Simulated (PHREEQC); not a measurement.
Buffer

Make-up at 20 °C: 0.078 mol HF and 0.23 mol Na2CO3 per kg of water. Closed to the air; pH follows from the charge balance.

All values are PHREEQC results (ion-association model, wateq4f.dat), not measurements.

Each row changes one thing in this solution. This is a speciation only: nothing precipitates in the calculation.

```csv
case,pH,ionic strength (mol/kgw),Na+ (mol/kgw),NaCO3- (mol/kgw),F- (mol/kgw),HCO3- (mol/kgw),SI of Nahcolite (NaHCO3),SI of Natron (Na2CO3:10H2O)
as made,9.88,0.428,0.361,0.0856,0.0717,0.0714,-1.29,-1.51
0.038 mol/kgw H2SO4 added,9.27,0.444,0.385,0.0438,0.0714,0.140,(withheld),-1.78
HF from 0.078 to 0.156 mol/kgw,9.26,0.420,0.389,0.0432,0.143,0.142,(withheld),-1.78
temperature from 20 to 60 °C,(withheld),0.335,0.316,0.133,0.0724,0.0722,-1.69,-3.59
temperature from 20 to 35 °C,9.57,0.382,0.339,0.109,(withheld),0.0718,-1.46,(withheld)
0.0052 mol/kgw HCl added,9.84,0.428,0.364,0.0829,0.0717,0.0761,-1.26,-1.52
```

Question: What belongs in the gaps?

Answer: 
- 0.038 mol/kgw H2SO4 added, SI of Nahcolite (NaHCO3): -0.98
- HF from 0.078 to 0.156 mol/kgw, SI of Nahcolite (NaHCO3): -0.96
- temperature from 20 to 60 °C, pH: 9.11
- temperature from 20 to 35 °C, F- (mol/kgw): 0.0721
- temperature from 20 to 35 °C, SI of Natron (Na2CO3:10H2O): -2.33

Complexes and solids missing from the database can't appear. Away from 25 °C the constants follow the database's enthalpies or fits; those with neither stay at their 25 °C values.
